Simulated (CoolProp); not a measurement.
Vapour-liquid equilibrium of dimethyl ether (1) + n-pentane (2) at 0.015 MPa; x and y are mole fractions of (1).

Model: multi-fluid Helmholtz-energy mixture model, Wu 2011 and Thol 2019; pair parameters Bell 2016, in CoolProp.

### Question
Give the bubble temperature and the first vapour's composition at x = 0.5, 0.575, 0.875. Is there an azeotrope?

### Answer
x = 0.5: 217.7 K, y = 0.974; x = 0.575: 216.1 K, y = 0.979; x = 0.875: 213.3 K, y = 0.990. No azeotrope shows between x = 0.05 and 0.95.

Pair parameters are fitted to limited data, so mixtures are less certain than the pure fluids. The gap from Raoult's law changes sign with composition, which may be real or a fault of the pair parameters; it wasn't checked against measurements.
